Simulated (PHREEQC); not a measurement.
A solution holds 0.047 mol/kgw K2CO3, 0.0006 mol/kgw Al(NO3)3 and 0.00082 mol/kgw H3BO3, at 25 °C. Closed to the air; pH follows from the charge balance.

The numbers come from PHREEQC with the ion-association model, wateq4f.dat.

No solid was allowed to form.

Q: What pH, ionic strength does the model give?

A: pH 10.97; ionic strength 0.137 mol/kgw.

Q: In which forms is B present?

A: H2BO3- 99 %, H3BO3 1.3 % of the B.

The solution is supersaturated, for example in Gibbsite (slow to form), so a real one may precipitate; this is no full list.
